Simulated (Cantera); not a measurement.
An isothermal, constant-pressure homogeneous reactor starts with N2O = 1 (molar parts), at 1273 K and 20.0 Torr.

Cantera simulation using GRI-Mech 3.0 (53 species, 325 reactions); the numbers are that mechanism's predictions, not measurements. GRI-Mech 3.0 was tuned for natural gas; its chemistry of N2O as a main component is partial and can be far from experiment. Radical loss at walls, strong at low pressure, is not modelled. The mechanism lacks the step 2 NO + O2 → 2 NO2, which can matter for NO2 below about 1400 K. The temperature is held fixed by assumption; the heat of reaction is taken as removed at once.

One state of this run: x N2O = 0.971; x N2 = 0.0182; x NO = 0.00266; x NO2 = 3.87e-7; x O2 = 0.00844; x O = 5.32e-6. x: mole fraction; the columns are a selection and need not sum to one.

Task: Which value of t (s) does it belong to?
(A) 0.000423
(B) 0.000140
(C) 0.330
(D) 0.00389

Result: C, 0.330
